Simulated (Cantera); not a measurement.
Charge: 1 mol Si3N4, 2.7 mol H2, equilibrated at 2102 °C and 35.3 Torr.

Equilibrium computed with Cantera from the NASA thermochemical tables; the gas is ideal and each condensed phase is pure. Candidate condensed phases: Si, Si3N4; 18 gas species. The tables' values for SiN are old estimates; treat these amounts as uncertain. Gases not in the tables: Si2H6 and higher silanes. The numbers say what is thermodynamically allowed, not how fast it happens.

Base state: H2 0.513, N2 0.398, H 0.0466, Si 0.0377, SiH 0.00189, Si2 0.000828, SiN 0.000634, Si2N 0.000613 (mole fractions); condensed: Si(l).

Problem. What changes in the equilibrium state with this change: Si3N4 replaced by AlN?

Solution. 
| species | before | after |
|---|---|---|
| H2 | 0.513 | 0.601 |
| Al | 0 | 0.227 |
| N2 | 0.398 | 0.116 |
| Si | 0.0377 | 0 |
| H | 0.0466 | 0.0504 |
| AlH | 0 | 0.00534 |
| SiH | 0.00189 | 0 |
| Si2 | 0.000828 | 0 |
| Si(l), mol | 2.78 | 0 |
Further candidate phases: Al, AlN.

Problem. What changes in the equilibrium state with this change: H2 from 2.7 to 0.089 mol?

Solution. 
```csv
species,before,after
N2,0.398,0.912
Si,0.0377,0.0377
H2,0.513,0.0344
H,0.0466,0.0121
SiH2,0.000327,2.19e-5
SiH,0.00189,0.000489
Si2N,0.000613,0.000928
SiN,0.000634,0.000960
Si2,0.000828,0.000828
"Si(l), mol",2.78,2.91
```

Problem. What changes in the equilibrium state with this change: temperature from 2102 °C to 1727 °C?

Solution. 
```tsv
species	before	after
H2	0.513	0.569
N2	0.398	0.424
H	0.0466	0.00566
Si	0.0377	0.000926
Si2	0.000828	9.60e-6
Si3	0.000150	2.06e-6
Si(l), mol	2.78	2.99
```
